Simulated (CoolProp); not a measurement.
Vapour-liquid equilibrium of R134a (1) + R152A (2) at 263.6 K; x and y are mole fractions of (1).

The numbers come from the multi-fluid Helmholtz-energy mixture model, Tillner-Roth 1994 and Outcalt 1996; pair parameters Lemmon 2004 in CoolProp.

```json
[
 {"x": "0.05", "bubble pressure (bar)": "1.845", "y at the bubble point": "0.049", "dew pressure at overall composition x (bar)": "1.845", "liquid density (mol/L)": "14.72"},
 {"x": "0.15", "bubble pressure (bar)": "1.843", "y at the bubble point": "0.151", "dew pressure at overall composition x (bar)": "1.843", "liquid density (mol/L)": "14.50"},
 {"x": "0.25", "bubble pressure (bar)": "1.847", "y at the bubble point": "0.256", "dew pressure at overall composition x (bar)": "?", "liquid density (mol/L)": "?"},
 {"x": "0.35", "bubble pressure (bar)": "1.856", "y at the bubble point": "0.363", "dew pressure at overall composition x (bar)": "?", "liquid density (mol/L)": "14.08"},
 {"x": "0.45", "bubble pressure (bar)": "1.871", "y at the bubble point": "0.470", "dew pressure at overall composition x (bar)": "1.868", "liquid density (mol/L)": "13.89"},
 {"x": "0.55", "bubble pressure (bar)": "1.891", "y at the bubble point": "0.576", "dew pressure at overall composition x (bar)": "1.886", "liquid density (mol/L)": "13.71"},
 {"x": "0.65", "bubble pressure (bar)": "1.917", "y at the bubble point": "0.679", "dew pressure at overall composition x (bar)": "1.909", "liquid density (mol/L)": "13.53"},
 {"x": "0.75", "bubble pressure (bar)": "1.947", "y at the bubble point": "?", "dew pressure at overall composition x (bar)": "1.938", "liquid density (mol/L)": "13.37"},
 {"x": "0.85", "bubble pressure (bar)": "?", "y at the bubble point": "0.871", "dew pressure at overall composition x (bar)": "1.974", "liquid density (mol/L)": "13.21"},
 {"x": "0.95", "bubble pressure (bar)": "2.021", "y at the bubble point": "0.959", "dew pressure at overall composition x (bar)": "2.017", "liquid density (mol/L)": "13.06"}
]
```

### Question
Some entries are withheld; supply them.

### Answer

- 0.25, dew pressure at overall composition x (bar): 1.846
- 0.25, liquid density (mol/L): 14.28
- 0.35, dew pressure at overall composition x (bar): 1.855
- 0.75, y at the bubble point: 0.778
- 0.85, bubble pressure (bar): 1.982

y crosses x between x = 0.05 and 0.15: the model has an azeotrope there.

Pair parameters are fitted to limited data, so mixtures are less certain than the pure fluids.
